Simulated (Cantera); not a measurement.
A freely propagating, adiabatic, planar premixed flame of 30.5 % H2, 10.9 % O2, 40.9 % N2, 17.7 % H2O, equivalence ratio 1.4, unburnt at 425 K and 4.93 atm; mixture-averaged transport, grid criteria slope 0.08 and curve 0.16, no radiation.

Detailed kinetics in Cantera: the H2/O2 subset of GRI-Mech 3.0, which has no nitrogen chemistry. The hydrogen kinetics of GRI-Mech 3.0 are dated; newer H2 mechanisms differ, most at raised pressure. Burning velocities carry a grid error of a few per cent, more on coarse grids.

x: mole fraction of selected species; z is measured from the peak of heat release.

| z (mm) | T (K) | u (m/s) | x H2 | x O2 | x H2O | x H2O2 | x O | x OH |
|---|---|---|---|---|---|---|---|---|
| -0.160 | 425 | 2.13 | 0.305 | 0.109 | 0.177 | <1e-8 | <1e-8 | <1e-8 |
| -0.107 | 426 | 2.12 | 0.303 | 0.109 | 0.178 | 7.00e-8 | <1e-8 | <1e-8 |
| -0.0801 | 427 | 2.13 | 0.300 | 0.110 | 0.178 | 3.33e-7 | <1e-8 | <1e-8 |
| -0.0534 | 440 | 2.16 | 0.290 | 0.111 | 0.182 | 4.32e-6 | 7.60e-8 | <1e-8 |
| -0.0267 | (withheld) | 2.78 | (withheld) | 0.111 | (withheld) | (withheld) | (withheld) | (withheld) |
| -0.0133 | 911 | 4.17 | 0.208 | 0.0969 | 0.248 | 0.000210 | 0.000100 | 0.000440 |
| 0 | 1284 | 5.80 | 0.164 | 0.0686 | 0.311 | 8.26e-5 | 0.000601 | 0.00121 |
| 0.0133 | 1539 | 6.91 | 0.127 | 0.0395 | 0.366 | 8.92e-6 | 0.00110 | 0.00249 |
| 0.0267 | 1684 | 7.55 | (withheld) | (withheld) | 0.401 | (withheld) | 0.00110 | (withheld) |
| 0.0534 | 1816 | 8.11 | 0.0898 | 0.00573 | 0.427 | 2.01e-6 | 0.000751 | 0.00483 |
| 0.107 | 1907 | 8.49 | 0.0868 | 0.00122 | 0.438 | 9.34e-7 | 0.000352 | 0.00406 |
| 0.214 | 1962 | 8.71 | 0.0874 | 0.000347 | 0.443 | 4.05e-7 | 0.000120 | 0.00257 |
| 0.427 | 1992 | 8.82 | 0.0880 | 0.000101 | 0.446 | 1.52e-7 | 3.42e-5 | 0.00142 |

Some entries are withheld; supply them.


- -0.0267, T (K): 591
- -0.0267, x H2: 0.249
- -0.0267, x H2O: 0.204
- -0.0267, x H2O2: 0.000110
- -0.0267, x O: 4.58e-6
- -0.0267, x OH: 1.27e-5
- 0.0267, x H2: 0.105
- 0.0267, x O2: 0.0202
- 0.0267, x H2O2: 3.81e-6
- 0.0267, x OH: 0.00382
